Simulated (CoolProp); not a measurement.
Saturation properties of R1336mzz(Z).

The numbers come from the reference Helmholtz-energy equation of state, McLinden 2020 in CoolProp.

```
T (°C)     p (MPa)  liquid density (kg/m³)  vapour density (kg/m³)  enthalpy of vaporisation (kJ/kg)
------  ----------  ----------------------  ----------------------  --------------------------------
-45.85    0.001524                    1536                  0.1326                             198.6
-27.85    0.005304                    1495                  0.4293                        (withheld)
-9.85      0.01502                    1452                   1.141                             183.6
8.15       0.03623                    1408              (withheld)                             176.0
26.15      0.07693              (withheld)                   5.301                             168.0
44.15       0.1476                    1313              (withheld)                             159.4
62.15       0.2609              (withheld)                   17.05                             150.2
80.15       0.4316                    1207                   28.05                             140.0
98.15       0.6763                    1146                   44.45                        (withheld)
116.05  (withheld)                    1077                   68.77                             114.9
134.05       1.463                   993.8                   106.4                             98.22
```

Question: Fill in the missing entries.

Answer: 
- -27.85, enthalpy of vaporisation (kJ/kg): 191.1
- 8.15, vapour density (kg/m³): 2.607
- 26.15, liquid density (kg/m³): 1362
- 44.15, vapour density (kg/m³): 9.844
- 62.15, liquid density (kg/m³): 1262
- 98.15, enthalpy of vaporisation (kJ/kg): 128.4
- 116.05, p (MPa): 1.012

It boils at 33.5 °C under 1 atm.
